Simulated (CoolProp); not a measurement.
Vapour-liquid equilibrium of R114 (1) + n-heptane (2) at 313.3 K; x and y are mole fractions of (1).

The numbers come from the multi-fluid Helmholtz-energy mixture model, Platzer 1990 and Span 2003; pair parameters Bell 2016 in CoolProp. This equation is an older, rougher fit; its heat capacities, sound speeds and derivatives of the liquid may be far off and weren't checked against measurements.

```
x     bubble pressure (MPa)  y at the bubble point  dew pressure at overall composition x (MPa)  liquid density (mol/L)
----  ---------------------  ---------------------  -------------------------------------------  ----------------------
0.05                0.03802                      …                                      0.01305                   6.722
0.2                       …                  0.900                                      0.01546                   6.935
0.35                 0.1630                  0.942                                      0.01895                   7.156
0.5                  0.2069                  0.961                                            …                   7.386
0.65                 0.2442                  0.973                                      0.03445                   7.625
0.8                  0.2810                  0.983                                      0.05820                   7.875
0.95                      …                  0.995                                       0.1793                   8.139
```

Q: What belongs in the gaps?

A: 
- 0.05, y at the bubble point: 0.685
- 0.2, bubble pressure (MPa): 0.1073
- 0.5, dew pressure at overall composition x (MPa): 0.02445
- 0.95, bubble pressure (MPa): 0.3233

No azeotrope shows between x = 0.05 and 0.95.

The pair parameters rest on a limited set of measurements; away from them the model extrapolates.
